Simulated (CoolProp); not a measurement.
A Linde-Hampson liquefier for oxygen: isothermal reversible compression at 200 K from 1 atm to 20 MPa, throttling to 1 atm, return gas leaving the recuperator 0 K below the feed. Each further row changes one setting.

Model: reference Helmholtz-energy equation of state, Schmidt 1985, in CoolProp.

| case | liquid yield per pass | compression work (kJ/kg of gas) |
|---|---|---|
| as stated | 0.337 | 246 |
| high pressure 40 MPa | 0.376 | 275 |
| warm-end temperature 230 K | 0.226 | 297 |
| warm-end gap 5 K | 0.327 | 246 |
